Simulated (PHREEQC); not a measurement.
Solution (34 °C): 0.0056 mol HF, 0.00037 mol H2SiF6 and 4.2e-05 mol HCl per kg of water. Closed to the air; pH follows from the charge balance.

The numbers come from PHREEQC with the ion-association model, wateq4f.dat.

```json
{
 "pH": "2.71",
 "ionic_strength": "0.00244 mol/kgw",
 "total_alkalinity": "-7.86 meq/kg"
}
```

```csv
species,molality,activity,log γ
HF,0.00425,0.00425,0.000
H+,0.00208,0.00197,-0.022
F-,0.00129,0.00122,-0.024
SiF6-2,0.000361,0.000291,-0.095
Cl-,4.20e-5,3.97e-5,-0.024
H2F2,3.39e-5,3.39e-5,0.000
HF2-,2.23e-5,2.11e-5,-0.024
H4SiO4,8.63e-6,8.63e-6,0.000
```

No solid was allowed to form. SiF6-2 is the database's only silicon fluoride.
